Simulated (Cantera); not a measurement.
Gas-phase reforming

An isothermal, constant-pressure homogeneous reactor starts with 22.7 % CH₄, 65.9 % CO₂, 11.4 % H₂, at 1700 K and 101000 Pa.

Cantera simulation using GRI-Mech 3.0 (53 species, 325 reactions); the numbers are that mechanism's predictions, not measurements.

```tsv
t (s)	x CH₄	x CO₂	x H₂	x H₂O	x C₂H₆	x C₂H₂	x CO
1.00e-6	0.227	0.659	0.114	1.77e-7	2.05e-10	<1e-12	1.94e-7
3.47e-6	0.227	0.659	0.114	1.00e-6	9.75e-9	<1e-12	1.03e-6
1.20e-5	0.227	0.659	0.114	7.14e-6	4.06e-7	1.43e-10	7.23e-6
4.16e-5	0.227	0.659	0.114	6.57e-5	1.36e-5	3.14e-8	6.64e-5
0.000144	0.226	0.658	0.114	0.000564	0.000190	5.04e-6	0.000578
0.000500	0.221	0.654	0.115	0.00350	0.000574	0.000325	0.00369
0.00173	0.201	0.632	0.124	0.0157	0.000548	0.00558	0.0168
0.00600	0.150	0.558	0.140	0.0584	0.000329	0.0268	0.0624
0.0208	0.0689	0.393	0.121	0.171	0.000114	0.0587	0.186
0.0721	0.0177	0.244	0.105	0.249	1.56e-5	0.0641	0.319
0.250	0.0110	0.180	0.149	0.221	4.24e-6	0.0329	0.406
0.866	0.00530	0.135	0.194	0.189	6.84e-7	0.00697	0.470
3.00	0.000490	0.120	0.212	0.178	5.15e-9	7.46e-5	0.489
```
x: mole fraction; the columns are a selection and need not sum to one.

Equilibrium at this temperature and pressure: CH₄ 1.42e-8, CO₂ 0.119, H₂ 0.213, H₂O 0.177, C₂H₆ <1e-12, C₂H₂ 1.26e-12, CO 0.490 (gas phase only).
